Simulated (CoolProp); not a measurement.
Values from CoolProp's reference Helmholtz-energy equation of state, Gao 2022.

Problem. For n-perfluorohexane, give the phase and the cp (kJ/(kg K)), cv (kJ/(kg K)), expansivity (1/kK), fugacity coefficient at 420.6 K and 1.24 MPa; 440.2 K and 1.24 MPa.

Solution. 
- 420.6 K and 1.24 MPa: liquid; cp 1.34, cv 1.01, expansivity 6.84, fugacity coefficient 0.625
- 440.2 K and 1.24 MPa: gas; cp 1.21, cv 1.01, expansivity 11.3, fugacity coefficient 0.739
